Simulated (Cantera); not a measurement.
An adiabatic, constant-pressure homogeneous reactor starts with CH4 : H2 : O2 : N2 = 1 : 0.25 : 2.41 : 9.08 (molar parts), equivalence ratio 0.88, at 1775 K and 0.730 bar. Integrator tolerance rtol = 1e-08.

Detailed kinetics in Cantera: GRI-Mech 3.0 (53 species, 325 reactions).

### Question
What does this change do: initial temperature 1775 to 1650 K?

### Answer
```json
[
 {"quantity": "time of steepest temperature rise", "before": "0.111 ms", "after": "0.215 ms"},
 {"quantity": "temperature at 0.600 s", "before": "2778 K", "after": "2735 K"},
 {"quantity": "equilibrium temperature", "before": "2778 K", "after": "2735 K"},
 {"quantity": "x(CH4) at 0.600 s", "before": "<1e-12 (gas-phase equilibrium <1e-12)", "after": "<1e-12 (gas-phase equilibrium <1e-12)"},
 {"quantity": "x(H2) at 0.600 s", "before": "0.0174 (gas-phase equilibrium 0.0174)", "after": "0.0155 (gas-phase equilibrium 0.0155)"},
 {"quantity": "x(O2) at 0.600 s", "before": "0.0329 (gas-phase equilibrium 0.0329)", "after": "0.0320 (gas-phase equilibrium 0.0320)"},
 {"quantity": "x(H2O) at 0.600 s", "before": "0.134 (gas-phase equilibrium 0.134)", "after": "0.139 (gas-phase equilibrium 0.139)"},
 {"quantity": "x(CO2) at 0.600 s", "before": "0.0399 (gas-phase equilibrium 0.0399)", "after": "0.0433 (gas-phase equilibrium 0.0433)"}
]
```

### Question
What does this change do: H2 0.25 to 0.37 parts?

### Answer
```csv
quantity,before,after
time of steepest temperature rise,0.111 ms,93.7 µs
temperature at 0.600 s,2778 K,2788 K
equilibrium temperature,2778 K,2788 K
x(CH4) at 0.600 s,<1e-12 (gas-phase equilibrium <1e-12),<1e-12 (gas-phase equilibrium <1e-12)
x(H2) at 0.600 s,0.0174 (gas-phase equilibrium 0.0174),0.0195 (gas-phase equilibrium 0.0195)
x(O2) at 0.600 s,0.0329 (gas-phase equilibrium 0.0329),0.0303 (gas-phase equilibrium 0.0303)
x(H2O) at 0.600 s,0.134 (gas-phase equilibrium 0.134),0.139 (gas-phase equilibrium 0.139)
x(CO2) at 0.600 s,0.0399 (gas-phase equilibrium 0.0399),0.0380 (gas-phase equilibrium 0.0380)
```
